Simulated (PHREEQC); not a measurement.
Dissolve 0.00098 mol/kgw Na2HAsO4, 0.00032 mol/kgw H3PO4 and 0.0008 mol/kgw CaCl2 at 44 °C. Closed to the air; pH follows from the charge balance.

The numbers come from PHREEQC with the ion-association model, wateq4f.dat.

Precipitation was switched off in this run.

Question: Order these P species by the share of P that they hold, largest first: CaH2PO4+, CaHPO4, HPO4-2, H2PO4-, CaPO4-.

Answer: H2PO4- (45 %), HPO4-2 (41 %), CaHPO4 (13 %), CaH2PO4+ (0.91 %), CaPO4- (0.48 %)

The pH is 7.02 and the ionic strength 0.00484 mol/kgw. Saturation is exceeded, for instance for Hydroxyapatite; the values hold only as long as no solid forms. H3PO4, which wateq4f.dat lacks, is added to it with the constant of phreeqc.dat. At this temperature some constants are extrapolated from 25 °C, and those without enthalpy data are left unchanged. The database has no arsenate complexes of Ca.
